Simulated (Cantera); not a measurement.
An isothermal, constant-pressure homogeneous reactor starts with 1.67 % CH4, 0.333 % O2, 98.0 % N2, equivalence ratio 10, at 1500 K and 9.18 atm.

Cantera simulation using GRI-Mech 3.0 (53 species, 325 reactions); the numbers are that mechanism's predictions, not measurements. GRI-Mech 3.0 stops at C3 and has no aromatics, soot or wall deposition, so with more carbon than oxygen in the feed, carbon stays in small species such as C2H2 where larger ones or solid carbon would form.

One state of this run: x CH4 = 0.00217; x O2 = <1e-12; x C2H6 = 6.95e-7; x HO2 = <1e-12; x H2O2 = <1e-12. x: mole fraction; the columns are a selection and need not sum to one.

Q: Which value of t (s) does it belong to?
(A) 0.796
(B) 2.82
(C) 0.000401
(D) 0.0633

A: B, 2.82
